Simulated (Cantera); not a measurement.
Feed: 1 mol MgO, 3 mol HCl, 0.39 mol O2, at 1250 °C.

Cantera equilibrium calculation (NASA polynomials, part measured and part estimated; ideal gas, pure solids and liquids). Candidate condensed phases: H2O, Mg, MgCl2, MgO, Mg(OH)2; 22 gas species. The numbers say what is thermodynamically allowed, not how fast it happens.

Problem. At 0.000180 bar, list the 7 most abundant gas species with their mole fractions, and the condensed phases.

Solution. HCl 0.674, Cl 0.119, H2O 0.0922, O2 0.0815, MgCl2 0.0328, OH 0.000624, Cl2 0.000547. Condensed: MgO(s).
